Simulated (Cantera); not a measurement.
A diamond (100) surface in a fixed gas of H2 with x(CH4) = 0.023, x(H) = 0.048, at 1050 K, 0.0148 atm; coverages are run to steady state.

Computed with Cantera and the Harris–Goodwin 1993 mechanism for the reconstructed diamond (100) surface.

One state of this run: growth (µm/h) = 3.59; θ c6HH = 0.550; θ c6H* = 0.0230; θ c6*H = 0.409; θ c6** = 0.0137; θ c6HM = 0.00338. θ: site fractions in the mechanism's names (c6HH fully hydrogenated, c6H* and c6*H radical sites, c6** diradical, c6HM methylated).

Task: Which value of x(CH3) does it belong to?
(A) 0.0028
(B) 0.00038
(C) 7.3e-06
(D) 0.00014

Result: B, 0.00038
